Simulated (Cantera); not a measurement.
## Reactions in the system Fe-H-O-S

Standard-state values (1 bar) from the NASA 1993 polynomials, evaluated with Cantera. Values are per mole of reaction as written; species without (g) are pure solids or liquids, kept so even where they would boil at 1 bar.

FeS2 + H2O2(g) → 2 S + Fe(OH)2

| T (K) | ΔH° (kJ) | ΔS° (J/K) | ΔG° (kJ) | log10 K |
|---|---|---|---|---|
| 498 | -251.7 | -99.0 | -202.4 | 21.23 |
| 523 | -250.1 | -95.8 | -200.0 | 19.97 |
| 548 | -248.5 | -92.9 | -197.6 | 18.84 |
| 573 | -247.0 | -90.2 | -195.3 | 17.81 |
| 598 | -245.6 | -87.8 | -193.1 | 16.87 |
| 623 | -244.2 | -85.6 | -190.9 | 16.01 |
| 648 | -243.0 | -83.6 | -188.8 | 15.22 |
| 673 | -241.8 | -81.8 | -186.7 | 14.49 |
| 698 | -240.7 | -80.1 | -184.7 | 13.82 |
| 723 | -239.6 | -78.6 | -182.7 | 13.20 |
